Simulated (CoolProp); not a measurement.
The numbers come from the reference Helmholtz-energy equation of state, Lemmon 2006 in CoolProp. It is a short technical equation, of lower accuracy than the large ones.

Task: For C2F6 (R116), give the phase and the density (kg/m³), isothermal compressibility (1/MPa), expansivity (1/kK), viscosity (µPa s) at 23.35 °C and 1.51 MPa; 44.75 °C and 1.51 MPa; 55.45 °C and 1.51 MPa.

Result: 
- 23.35 °C and 1.51 MPa: gas; density 103, isothermal compressibility 0.838, expansivity 6.65, viscosity 14.5
- 44.75 °C and 1.51 MPa: gas; density 91.3, isothermal compressibility 0.778, expansivity 5.20, viscosity 15.7
- 55.45 °C and 1.51 MPa: gas; density 86.6, isothermal compressibility 0.759, expansivity 4.73, viscosity 16.2

Viscosity comes from a separate model (Huber 2003), an estimate that may be off by 10 % or more.
